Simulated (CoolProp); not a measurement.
Model: reference Helmholtz-energy equation of state, Lemmon and Jacobsen 2000, in CoolProp.

### Question
Give the vapour pressure (kPa), vapour density (kg/m³), vapour viscosity (µPa s) of saturated R143a at 239.9, 313.8 K.

### Answer
| T (K) | p (kPa) | vapour density (kg/m³) | vapour viscosity (µPa s) |
|---|---|---|---|
| 239.9 | 188 | 8.56 | 8.99 |
| 313.8 | 1860 | 90.7 | 13.0 |

Viscosity comes from a separate model (Klein 1997), an estimate that may be off by 10 % or more.
